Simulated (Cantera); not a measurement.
Input: 1 mol Fe3O4, 0.95 mol C, 5.7 mol H2, equilibrated at 0.130 bar.

These are equilibrium values from Cantera (NASA tables, ideal gas, pure condensed phases), not measurements of a reactor. Candidate condensed phases: C, C6H6, C7H8, C8H18, Fe, Fe(CO)5, FeO, Fe(OH)2, Fe(OH)3, Fe2O3, Fe3O4, H2O; 114 gas species. Each liquid is taken as pure. Mutual solubility and eutectic melting of coexisting phases are not modelled. The tables' stoichiometric FeO is somewhat more stable than real wüstite, so its field is too wide. FeO: taken at fixed stoichiometry. The numbers say what is thermodynamically allowed, not how fast it happens.

Question: At 1802 °C, list the 5 most abundant gas species with their mole fractions, and the condensed phases.

Answer: H2 0.574, H2O 0.272, CO 0.129, CO2 0.0126, Fe 0.00630. Condensed: Fe(l) + FeO(l).
